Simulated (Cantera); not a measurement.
An isothermal, constant-pressure homogeneous reactor starts with 1.00 % C₂H₄, 99.0 % H₂, at 1925 K and 13300 Pa.

Cantera simulation using GRI-Mech 3.0 (53 species, 325 reactions); the numbers are that mechanism's predictions, not measurements. GRI-Mech 3.0 was tuned for natural gas; its chemistry of ethylene as a main component is partial and can be far from experiment. GRI-Mech 3.0 stops at C3 and has no aromatics, soot or wall deposition, so with more carbon than oxygen in the feed, carbon stays in small species such as C2H2 where larger ones or solid carbon would form.

**Question.** Predict: x(C₂H₄) at 1.00 s; x(H₂) at 1.00 s; x(CH₄) at 1.00 s; x(CH₂) at 1.00 s; x(H) at 1.00 s.

**Answer.** 
- x(C₂H₄) at 1.00 s: 1.33e-5 (gas-phase equilibrium 1.32e-5)
- x(H₂) at 1.00 s: 0.987 (gas-phase equilibrium 0.987)
- x(CH₄) at 1.00 s: 0.000237 (gas-phase equilibrium 0.000313)
- x(CH₂) at 1.00 s: 4.12e-8 (gas-phase equilibrium 5.41e-8)
- x(H) at 1.00 s: 0.00262 (gas-phase equilibrium 0.00262)
